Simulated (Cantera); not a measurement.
Charge: 1 mol LiCl, 0.11 mol H₂, 0.22 mol O₂, held at 1.33 mbar.

Method: chemical equilibrium by Gibbs-energy minimisation in Cantera with the NASA 1993 tables (ideal gas, pure condensed phases). Candidate condensed phases: H₂O, Li, LiCl, LiH, LiOH, Li₂O; 25 gas species. Rates play no part.

Problem. At 1525 K, list the 4 most abundant gas species with their mole fractions, and the condensed phases.

Solution. LiCl 0.778, O₂ 0.129, H₂O 0.0824, LiOH 0.00401. Condensed: gas only.
